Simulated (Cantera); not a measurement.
Mixture: CH₃OH : O₂ : N₂ = 1 : 1.76 : 6.64 (molar parts), at 100000 Pa, adiabatic and at constant volume. Ignition delay is the time to a rise of 400 K.

Detailed kinetics in Cantera: GRI-Mech 3.0 (53 species, 325 reactions). GRI-Mech 3.0 was tuned for natural gas; its chemistry of methanol as a main component is partial and can be far from experiment.

### Question
Predict: delay at 1048 K; delay at 1148 K; delay at 1248 K; delay at 1348 K; delay at 1448 K; delay at 1548 K; apparent activation energy between 1348 and 1548 K.

### Answer
| Item | Result |
|---|---|
| delay at 1048 K | 0.175 s |
| delay at 1148 K | 23.8 ms |
| delay at 1248 K | 4.52 ms |
| delay at 1348 K | 1.13 ms |
| delay at 1448 K | 0.359 ms |
| delay at 1548 K | 0.138 ms |
| apparent activation energy between 1348 and 1548 K | 180 kJ/mol |
